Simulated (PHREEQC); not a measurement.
Solution (25 °C): 0.016 mol/kgw CuCl2. Closed to the air; pH follows from the charge balance.

All values are PHREEQC results (ion-association model, wateq4f.dat), not measurements.

No solid was allowed to form.

### Question
Estimate the pH.

### Answer
pH 4.65.

### Question
In which forms is Cu present?

### Answer
Cu+2 96 %, CuCl+ 4.0 % of the Cu.

Examples of supersaturated solids here: Atacamite. Others may be too.
